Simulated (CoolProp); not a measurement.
Properties of the fluoroketone C6F12O (FK-5-1-12) along the isotherm 500 K.

Values from CoolProp's reference Helmholtz-energy equation of state, McLinden 2015.

```csv
p (MPa),phase,density (kg/m³),cp (kJ/(kg K)),speed of sound (m/s),expansivity (1/kK)
0.0296,gas,2.258,1.065,115.8,2.027
0.0607,gas,4.648,1.066,115.4,2.055
0.125,gas,9.645,1.068,114.5,2.116
0.256,gas,20.07,1.072,112.9,2.247
0.526,gas,42.67,1.081,109.3,2.552
1.08,gas,94.61,1.107,101.8,3.380
2.22,supercritical,237.9,1.210,85.10,6.656
4.55,supercritical,699.7,1.433,94.61,10.20
9.35,supercritical,1011,1.275,193.3,3.660
```
